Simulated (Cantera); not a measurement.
Halide evaporation, hydrolysis and transport: PbCl2 + H2

Input: 1 mol PbCl2, a varied amount of H2, equilibrated at 1048.15 K and 133 Pa.

Cantera equilibrium calculation (NASA polynomials, part measured and part estimated; ideal gas, pure solids and liquids). Candidate condensed phases: Pb, PbCl2; 10 gas species. The tables' values for PbCl4 are old estimates; treat these amounts as uncertain. The numbers say what is thermodynamically allowed, not how fast it happens.

```csv
n(H2) (mol),x H2,x HCl,x PbCl,x PbCl2,x Pb,n Pb(l)
2,0.460,0.273,0.145,0.0890,0.0336,0.103
4.7,0.670,0.186,0.0818,0.0284,0.0336,0.114
11,0.817,0.104,0.0398,0.00700,0.0322,0
25,0.905,0.0579,0.0142,0.00132,0.0218,0
59,0.955,0.0286,0.00388,0.000173,0.0124,0
140,0.980,0.0132,0.000876,1.78e-5,0.00615,0
310,0.991,0.00621,0.000200,1.91e-6,0.00300,0
```
x: gas mole fraction; n: condensed amount in mol.

From 2 mol H2 to 4.7 mol H2 the condensed part is Pb(l). From 11 mol H2 to 310 mol H2 nothing is condensed. The main Pb-bearing gas is PbCl at 2 mol H2 and Pb at 310 mol H2.
